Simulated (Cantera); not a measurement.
# NO annealing gas

An isothermal, constant-pressure homogeneous reactor starts with 7.69 % NO, 92.3 % N2, at 2023 K and 293 Torr.

Cantera simulation using GRI-Mech 3.0 (53 species, 325 reactions); the numbers are that mechanism's predictions, not measurements.

| t (s) | x NO | x NO2 | x O2 | x N2O | x N2 | x O |
|---|---|---|---|---|---|---|
| 1.00e-6 | 0.0769 | 1.51e-12 | <1e-12 | 3.16e-9 | 0.923 | 3.16e-9 |
| 7.50e-6 | 0.0769 | 8.36e-11 | 4.51e-12 | 2.36e-8 | 0.923 | 2.37e-8 |
| 5.62e-5 | 0.0769 | 4.24e-9 | 2.56e-10 | 1.72e-7 | 0.923 | 1.79e-7 |
| 0.000422 | 0.0769 | 1.32e-7 | 1.54e-8 | 1.07e-6 | 0.923 | 1.47e-6 |
| 0.00316 | 0.0769 | 1.87e-6 | 1.38e-6 | 2.77e-6 | 0.923 | 1.48e-5 |
| 0.0237 | 0.0767 | 6.44e-6 | 8.81e-5 | 2.82e-6 | 0.923 | 5.09e-5 |
| 0.178 | 0.0749 | 8.04e-6 | 0.000993 | 2.68e-6 | 0.924 | 6.41e-5 |
| 1.33 | 0.0594 | 1.31e-5 | 0.00866 | 1.70e-6 | 0.932 | 0.000128 |
| 10.0 | 0.00798 | 3.34e-6 | 0.0343 | 1.64e-7 | 0.957 | 0.000238 |
x: mole fraction; the columns are a selection and need not sum to one.

Equilibrium at this temperature and pressure: NO 0.00376, NO2 1.62e-6, O2 0.0365, N2O 1.46e-7, N2 0.960, O 0.000245 (gas phase only).
